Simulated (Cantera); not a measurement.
An isothermal, constant-pressure homogeneous reactor starts with 0.365 % H2, 33.2 % O2, 66.4 % N2, equivalence ratio 0.0055, at 1075 K and 12.0 Torr.

Computed with Cantera and the H2/O2 subset of GRI-Mech 3.0, which has no nitrogen chemistry. Radical loss at walls, strong at low pressure, is not modelled.

x: mole fraction; the columns are a selection and need not sum to one.

| t (s) | x H2 | x O2 | x HO2 | x OH | x O |
|---|---|---|---|---|---|
| 3.00e-5 | 0.00365 | 0.332 | 2.86e-12 | <1e-12 | <1e-12 |
| 0.000147 | 0.00365 | 0.332 | 1.40e-11 | 3.95e-12 | 4.09e-12 |
| 0.000721 | 0.00365 | 0.332 | 6.91e-11 | 4.80e-11 | 5.64e-11 |
| 0.00353 | 0.00365 | 0.332 | 3.47e-10 | 6.22e-10 | 9.76e-10 |
| 0.0173 | 0.00365 | 0.332 | 2.92e-8 | 1.34e-6 | 2.26e-6 |
| 0.0849 | 1.58e-5 | 0.329 | 6.40e-7 | 0.000161 | 0.00209 |
| 0.416 | 4.10e-6 | 0.330 | 3.51e-7 | 8.29e-5 | 0.000569 |
| 2.04 | 3.43e-7 | 0.331 | 8.91e-8 | 2.46e-5 | 5.00e-5 |
| 10.0 | ___ | 0.331 | ___ | ___ | ___ |

Task: Complete the blanks.

Result: 
- 10.0, x H2: 2.06e-8
- 10.0, x HO2: 1.18e-8
- 10.0, x OH: 6.26e-6
- 10.0, x O: 3.19e-6
